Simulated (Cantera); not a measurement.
Feed: 1 mol Si2Cl6, 0.54 mol Cl2, 620 mol H2, equilibrated at 975 K and 30.0 mbar.

These are equilibrium values from Cantera (NASA tables, ideal gas, pure condensed phases), not measurements of a reactor. Candidate condensed phases: Si; 19 gas species. The feed counts by its element totals alone. The tables' values for SiCl3 are old estimates; treat these amounts as uncertain. Kinetics and transport are ignored.

Base state: H2 0.992, HCl 0.00665, SiCl4 0.000664, SiHCl3 0.000566, SiCl2 7.19e-5, SiH2Cl2 5.06e-5, SiCl3 4.11e-5 (mole fractions); condensed: Si(s).

**Question.** What changes in the equilibrium state with this change: temperature from 975 K to 1323 K?

**Answer.** 
```json
[
 {"species": "H2", "before": "0.992", "after": "0.989"},
 {"species": "HCl", "before": "0.00665", "after": "0.0107"},
 {"species": "SiCl2", "before": "7.19e-5", "after": "0.000316"},
 {"species": "SiCl4", "before": "0.000664", "after": "4.99e-7"},
 {"species": "SiHCl3", "before": "0.000566", "after": "2.34e-6"},
 {"species": "SiH2Cl2", "before": "5.06e-5", "after": "1.57e-6"},
 {"species": "SiCl3", "before": "4.11e-5", "after": "5.37e-6"},
 {"species": "Si(s), mol", "before": "1.13", "after": "1.80"}
]
```

**Question.** What changes in the equilibrium state with this change: Si2Cl6 replaced by SiH2Cl2?

**Answer.** 
| species | before | after |
|---|---|---|
| H2 | 0.992 | 0.996 |
| HCl | 0.00665 | 0.00407 |
| SiHCl3 | 0.000566 | 0.000129 |
| SiCl4 | 0.000664 | 9.25e-5 |
| SiCl3 | 4.11e-5 | 9.37e-6 |
| SiCl2 | 7.19e-5 | 2.69e-5 |
| Si(s), mol | 1.13 | 0.827 |
